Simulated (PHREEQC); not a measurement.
Consider water at 25 °C with 0.011 mol NaOH per kg of water. Closed to the air; pH follows from the charge balance.

The numbers come from PHREEQC with the Pitzer model, pitzer.dat.

This is a speciation only: nothing precipitates in the calculation.

Task: Predict the pH.

Result: pH 11.99.

Complexes and solids missing from the database can't appear.
